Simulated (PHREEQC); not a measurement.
A PHREEQC speciation (ion-association model, phreeqc.dat) at 20 °C gives pH 4.20 and these molalities:

```
species      mol/kgw
----------  --------
Li+            0.367
SO4-2          0.157
LiSO4-        0.0532
HSO4-       0.000241
FeSO4+      0.000116
Fe(OH)2+    0.000115
FeOH+2       8.76e-5
H+           8.32e-5
Fe(SO4)2-    7.33e-5
Fe+3         2.83e-6
Fe2(OH)2+4   1.56e-6
Fe3(OH)4+5   6.50e-7
Fe(OH)3      1.14e-7
FeHSO4+2     4.58e-8
```

Question: What are the element totals, and what could have been dissolved in 1 kg of water to give them?

Answer: This is not unique; one that fits is totals Fe(3) 0.000400, Li 0.420, S(6) 0.211 mol/kgw, from 0.21 mol/kgw Li2SO4 and 0.0002 mol/kgw Fe2(SO4)3.

This is a speciation only: nothing precipitates in the calculation. The solution is supersaturated, for example in Fe(OH)3(a), Hematite (slow to form), so a real one may precipitate; this is no full list.
